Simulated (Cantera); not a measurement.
Cantera run:

```python
import numpy as np
import cantera as ct

gas_names = """
    CL CL2 H HCL H2 N NH NH2 NH3 N2 N2H2 N2H4 Si SiCL SiCL2 SiCL3 SiCL4 SiH SiHCL3 SiH2 SiH2CL2 SiH3
    SiH3CL SiH4 SiN Si2 Si2N Si3
""".split()
cond_names = """
    NH4CL(a) NH4CL(b) Si(cr) Si(L) Si3N4(a)
""".split()


def load(file, names, dense=False):
    # The tables refer to 1 bar. Condensed volumes are neglected.
    table = {s.name: s for s in ct.Species.list_from_file(file)}
    out = []
    for n in names:
        d = dict(table[n].input_data)
        d["thermo"] = dict(d["thermo"], **{"reference-pressure": 1e5})
        if dense:
            d["equation-of-state"] = {"model": "constant-volume", "density": "1e6 g/cm^3"}
        out.append(ct.Species.from_dict(d))
    return out


gas = ct.Solution(thermo="ideal-gas", species=load("nasa_gas.yaml", gas_names))
cond = {s.name: ct.Solution(thermo="fixed-stoichiometry", species=[s], name=s.name)
        for s in load("nasa_condensed.yaml", cond_names, dense=True)}
atoms = {
    'SiHCl3': {'Si': 1, 'H': 1, 'CL': 3},
    'N2': {'N': 2},
}
top_T = {'Si3N4(a)': 2400}  # K; cautious upper limits of use, not melting points


def equilibrate(T, P, feed):
    n = {}
    for name, mol in feed.items():
        for a, k in atoms[name].items():
            n[a] = n.get(a, 0.0) + k * mol
    gas.TPX = T, P, n
    mass = sum(n.values()) * gas.mean_molecular_weight
    gas.equilibrate("TP")
    valid = [c for c in cond.values() if c.min_temp <= T <= top_T.get(c.name, c.max_temp)]
    mix = ct.Mixture([(gas, mass / gas.mean_molecular_weight)] + [(c, 0.0) for c in valid])
    mix.T, mix.P = T, P
    mix.equilibrate("TP", solver="vcs", rtol=1e-11, max_steps=5000)
    return mix


results = []
T = 1248.15  # K
P = 12000  # Pa
for m in [4.3, 7.7, 11, 14, 18, 21, 25, 28, 31, 35, 38, 41]:
    feed = {'SiHCl3': 1, 'N2': m}  # mol
    mix = equilibrate(T, P, feed)
    results.append((T, P, feed, dict(zip(mix.species_names, mix.species_moles))))

top = {s: max(r[3][s] / sum(r[3][g] for g in gas_names) for r in results) for s in gas_names}
cols = sorted((s for s in top if top[s] > 1e-05), key=lambda s: -top[s])[:5]
seen = [c for c in cond_names if any(r[3].get(c, 0) > 1e-12 for r in results)]
print("log10 of partial pressures in bar; condensed amounts in mol")
print(f"{'n(N2)':>10s}" + "".join(f"{s[:9]:>10s}" for s in cols + seen))
for T, P, feed, n in results:
    ng = sum(n[g] for g in gas_names)
    print(f"{feed['N2']:10.4g}" + "".join(f"{np.log10(max(n[s] / ng * P / 1e5, 1e-99)):10.3f}" for s in cols)
          + "".join(f"{n.get(c, 0):10.4g}" for c in seen))
```

Output:

```
log10 of partial pressures in bar; condensed amounts in mol
     n(N2)        N2       HCL     SiCL4        H2     SiCL3  Si3N4(a)
       4.3    -1.055    -1.761    -1.924    -2.638    -3.589    0.1475
       7.7    -0.999    -1.952    -2.143    -2.930    -3.762    0.1504
        11    -0.977    -2.079    -2.285    -3.120    -3.872     0.152
        14    -0.965    -2.168    -2.384    -3.253    -3.948     0.153
        18    -0.956    -2.264    -2.488    -3.395    -4.029     0.154
        21    -0.951    -2.323    -2.553    -3.483    -4.078    0.1545
        25    -0.946    -2.392    -2.628    -3.584    -4.135    0.1551
        28    -0.943    -2.436    -2.676    -3.650    -4.171    0.1554
        31    -0.941    -2.477    -2.720    -3.710    -4.204    0.1557
        35    -0.939    -2.525    -2.772    -3.781    -4.244    0.1561
        38    -0.938    -2.558    -2.808    -3.830    -4.271    0.1563
        41    -0.936    -2.589    -2.841    -3.875    -4.296    0.1565
```

Cantera equilibrium calculation (NASA polynomials, part measured and part estimated; ideal gas, pure solids and liquids). N2 is the only nitrogen source here; it is nearly inert below about 1500 K, so the nitride shown seldom forms there in practice. The tables' values for SiCl3 are old estimates; treat these amounts as uncertain.
